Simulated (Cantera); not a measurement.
# Equilibrium for silicates and aluminates: SiO2 + Al2O3 + H2

A closed system holds: 1 mol SiO2, 0.37 mol Al2O3, 7.3 mol H2, held at 1.00 bar.

Equilibrium computed with Cantera from the NASA thermochemical tables; the gas is ideal and each condensed phase is pure. Candidate condensed phases: Al, Al2O3, Al2SiO5, Al6Si2O13, H2O, Si, SiO2; 28 gas species. Mutual solubility and eutectic melting of coexisting phases are not modelled. The tables hold silica as quartz up to 1696 K and as liquid above; real silica turns to tridymite and cristobalite and melts near 1996 K. Condensed phases not in the tables: alloys, solid solutions and most ternary compounds. Gases not in the tables: Si(OH)4. Kinetics and transport are ignored.

```json
[
 {"T (K)": "850", "x H2": "1.00", "x SiO": "<1e-12", "x H2O": "4.26e-10", "x H": "2.05e-11", "x OH": "<1e-12", "x AlOH": "<1e-12", "x SiO2": "<1e-12", "x SiH2": "<1e-12", "n Al2SiO5(andalusite)": "0.370", "n SiO2(β-quartz)": "0.630", "n Al6Si2O13(mullite)": "0", "n SiO2(condensed)": "0", "n SiO2(l)": "0"},
 {"T (K)": "950", "x H2": "1.00", "x SiO": "4.15e-12", "x H2O": "3.69e-9", "x H": "5.56e-10", "x OH": "<1e-12", "x AlOH": "<1e-12", "x SiO2": "<1e-12", "x SiH2": "<1e-12", "n Al2SiO5(andalusite)": "0.370", "n SiO2(β-quartz)": "0.630", "n Al6Si2O13(mullite)": "0", "n SiO2(condensed)": "0", "n SiO2(l)": "0"},
 {"T (K)": "1050", "x H2": "1.00", "x SiO": "5.63e-10", "x H2O": "2.12e-8", "x H": "8.11e-9", "x OH": "<1e-12", "x AlOH": "<1e-12", "x SiO2": "<1e-12", "x SiH2": "8.22e-12", "n Al2SiO5(andalusite)": "0.370", "n SiO2(β-quartz)": "0.630", "n Al6Si2O13(mullite)": "0", "n SiO2(condensed)": "0", "n SiO2(l)": "0"},
 {"T (K)": "1150", "x H2": "1.00", "x SiO": "2.89e-8", "x H2O": "9.87e-8", "x H": "7.46e-8", "x OH": "<1e-12", "x AlOH": "<1e-12", "x SiO2": "<1e-12", "x SiH2": "2.44e-10", "n Al2SiO5(andalusite)": "0.370", "n SiO2(β-quartz)": "0.630", "n Al6Si2O13(mullite)": "0", "n SiO2(condensed)": "0", "n SiO2(l)": "0"},
 {"T (K)": "1250", "x H2": "1.000", "x SiO": "4.90e-7", "x H2O": "5.69e-7", "x H": "4.83e-7", "x OH": "<1e-12", "x AlOH": "<1e-12", "x SiO2": "<1e-12", "x SiH2": "1.65e-9", "n Al2SiO5(andalusite)": "0.370", "n SiO2(β-quartz)": "0.630", "n Al6Si2O13(mullite)": "0", "n SiO2(condensed)": "0", "n SiO2(l)": "0"},
 {"T (K)": "1350", "x H2": "1.000", "x SiO": "3.67e-6", "x H2O": "3.71e-6", "x H": "2.38e-6", "x OH": "<1e-12", "x AlOH": "9.92e-12", "x SiO2": "<1e-12", "x SiH2": "3.86e-9", "n Al2SiO5(andalusite)": "0", "n SiO2(β-quartz)": "0.753", "n Al6Si2O13(mullite)": "0.123", "n SiO2(condensed)": "0", "n SiO2(l)": "0"},
 {"T (K)": "1450", "x H2": "1.000", "x SiO": "1.96e-5", "x H2O": "1.96e-5", "x H": "9.46e-6", "x OH": "4.44e-12", "x AlOH": "9.78e-11", "x SiO2": "<1e-12", "x SiH2": "7.23e-9", "n Al2SiO5(andalusite)": "0", "n SiO2(β-quartz)": "0.753", "n Al6Si2O13(mullite)": "0.123", "n SiO2(condensed)": "0", "n SiO2(l)": "0"},
 {"T (K)": "1550", "x H2": "1.000", "x SiO": "8.33e-5", "x H2O": "8.33e-5", "x H": "3.15e-5", "x OH": "8.82e-11", "x AlOH": "7.11e-10", "x SiO2": "9.85e-12", "x SiH2": "1.24e-8", "n Al2SiO5(andalusite)": "0", "n SiO2(β-quartz)": "0.753", "n Al6Si2O13(mullite)": "0.123", "n SiO2(condensed)": "0", "n SiO2(l)": "0"},
 {"T (K)": "1650", "x H2": "0.999", "x SiO": "0.000296", "x H2O": "0.000296", "x H": "9.08e-5", "x OH": "1.21e-9", "x AlOH": "4.03e-9", "x SiO2": "1.58e-10", "x SiH2": "1.99e-8", "n Al2SiO5(andalusite)": "0", "n SiO2(β-quartz)": "0.751", "n Al6Si2O13(mullite)": "0.123", "n SiO2(condensed)": "0", "n SiO2(l)": "0"},
 {"T (K)": "1750", "x H2": "0.998", "x SiO": "0.000895", "x H2O": "0.000895", "x H": "0.000232", "x OH": "1.22e-8", "x AlOH": "1.89e-8", "x SiO2": "1.80e-9", "x SiH2": "3.03e-8", "n Al2SiO5(andalusite)": "0", "n SiO2(β-quartz)": "0", "n Al6Si2O13(mullite)": "0.123", "n SiO2(condensed)": "0.747", "n SiO2(l)": "0"},
 {"T (K)": "1850", "x H2": "0.995", "x SiO": "0.00237", "x H2O": "0.00237", "x H": "0.000537", "x OH": "9.47e-8", "x AlOH": "7.49e-8", "x SiO2": "1.55e-8", "x SiH2": "4.40e-8", "n Al2SiO5(andalusite)": "0", "n SiO2(β-quartz)": "0", "n Al6Si2O13(mullite)": "0.123", "n SiO2(condensed)": "0.736", "n SiO2(l)": "0"},
 {"T (K)": "1950", "x H2": "0.988", "x SiO": "0.00565", "x H2O": "0.00565", "x H": "0.00114", "x OH": "5.92e-7", "x AlOH": "2.56e-7", "x SiO2": "1.05e-7", "x SiH2": "6.10e-8", "n Al2SiO5(andalusite)": "0", "n SiO2(β-quartz)": "0", "n Al6Si2O13(mullite)": "0.123", "n SiO2(condensed)": "0.712", "n SiO2(l)": "0"},
 {"T (K)": "2050", "x H2": "0.973", "x SiO": "0.0122", "x H2O": "0.0122", "x H": "0.00224", "x OH": "3.08e-6", "x AlOH": "7.73e-7", "x SiO2": "5.92e-7", "x SiH2": "8.07e-8", "n Al2SiO5(andalusite)": "0", "n SiO2(β-quartz)": "0", "n Al6Si2O13(mullite)": "0.123", "n SiO2(condensed)": "0", "n SiO2(l)": "0.663"}
]
```
x: gas mole fraction; n: condensed amount in mol.

From 850 K to 1250 K the condensed part is Al2SiO5(andalusite) + SiO2(β-quartz). From 1350 K to 1650 K the condensed part is Al6Si2O13(mullite) + SiO2(β-quartz). From 1750 K to 1950 K the condensed part is Al6Si2O13(mullite) + SiO2(condensed). At 2050 K the condensed part is Al6Si2O13(mullite) + SiO2(l).
